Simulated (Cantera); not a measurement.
Feed: 1 mol CaF₂, 0.073 mol HF, 160 mol N₂, equilibrated at 1023 K and 0.230 bar.

Equilibrium computed with Cantera from the NASA thermochemical tables; the gas is ideal and each condensed phase is pure. Candidate condensed phases: Ca, CaF₂; 25 gas species. The numbers say what is thermodynamically allowed, not how fast it happens.

Base state: N₂ 1.000, HF 0.000456 (mole fractions); condensed: CaF₂(s).

Q: What changes in the equilibrium state with this change: temperature from 1023 K to 2273 K?

A: 
```tsv
species	before	after
N₂	1.000	0.993
CaF₂	<1e-9	0.00618
HF	0.000456	0.000448
F	<1e-9	3.28e-5
CaF	<1e-9	2.78e-5
CaF₂(s), mol	1.00	0
```
